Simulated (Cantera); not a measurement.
An isothermal, constant-pressure homogeneous reactor starts with N2O : N2 = 1 : 0.73 (molar parts), at 1598 K and 0.0263 atm. Integrator tolerance rtol = 1e-08.

Computed with Cantera and GRI-Mech 3.0 (53 species, 325 reactions). GRI-Mech 3.0 was tuned for natural gas; its chemistry of N2O as a main component is partial and can be far from experiment. Radical loss at walls, strong at low pressure, is not modelled. The temperature is held fixed by assumption; the heat of reaction is taken as removed at once.

What does this change do: 0.035 parts H2O added?


```tsv
quantity	before	after
x(N2O) at 10.0 s	5.04e-6 (gas-phase equilibrium 1.91e-8)	2.84e-6 (gas-phase equilibrium 1.86e-8)
x(NO2) at 10.0 s	7.47e-5 (gas-phase equilibrium 1.34e-6)	6.14e-5 (gas-phase equilibrium 1.31e-6)
x(O2) at 10.0 s	0.158 (gas-phase equilibrium 0.223)	0.168 (gas-phase equilibrium 0.220)
x(NO) at 10.0 s	0.131 (gas-phase equilibrium 0.00197)	0.105 (gas-phase equilibrium 0.00194)
x(O) at 10.0 s	3.52e-5 (gas-phase equilibrium 4.12e-5)	3.61e-5 (gas-phase equilibrium 4.09e-5)
x(N2) at 10.0 s	0.710 (gas-phase equilibrium 0.775)	0.711 (gas-phase equilibrium 0.763)
```

What does this change do: temperature 1598 to 1225 K?


| quantity | before | after |
|---|---|---|
| x(N2O) at 10.0 s | 5.04e-6 (gas-phase equilibrium 1.91e-8) | 0.417 (gas-phase equilibrium 2.72e-9) |
| x(NO2) at 10.0 s | 7.47e-5 (gas-phase equilibrium 1.34e-6) | 4.34e-6 (gas-phase equilibrium 6.14e-7) |
| x(O2) at 10.0 s | 0.158 (gas-phase equilibrium 0.223) | 0.0551 (gas-phase equilibrium 0.224) |
| x(NO) at 10.0 s | 0.131 (gas-phase equilibrium 0.00197) | 0.0143 (gas-phase equilibrium 0.000243) |
| x(O) at 10.0 s | 3.52e-5 (gas-phase equilibrium 4.12e-5) | 2.67e-6 (gas-phase equilibrium 1.23e-7) |
| x(N2) at 10.0 s | 0.710 (gas-phase equilibrium 0.775) | 0.513 (gas-phase equilibrium 0.776) |
The mechanism lacks the step 2 NO + O2 → 2 NO2, which can matter for NO2 below about 1400 K.
